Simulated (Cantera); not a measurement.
Mixture: 17.4 % H₂, 17.4 % O₂, 65.3 % N₂, at 1.01 bar, adiabatic and at constant pressure. Ignition delay is the time to a rise of 400 K.

Cantera simulation using the H2/O2 subset of GRI-Mech 3.0, which has no nitrogen chemistry; the numbers are that mechanism's predictions, not measurements. Below about 950 K walls govern HO2 and H2O2 in real vessels.

**Question.** At T0 = 1075 K, what is the delay, and which 8 reactions control it most (d ln τ / d ln k, from doubling and halving each rate constant)?

**Answer.** The delay is 0.115 ms.
```tsv
reaction	d ln τ / d ln k	faster rate
H + O2 <=> O + OH	-1.03	shortens it
H + O2 + N2 <=> HO2 + N2	0.24	lengthens it
H2 + O <=> H + OH	-0.22	shortens it
H + O2 + M <=> HO2 + M	0.09	lengthens it
H2 + OH <=> H + H2O	-0.08	shortens it
H + O2 + O2 <=> HO2 + O2	0.05	lengthens it
H + HO2 <=> 2 OH	-0.04	shortens it
H + HO2 <=> H2 + O2	-0.03	shortens it
```
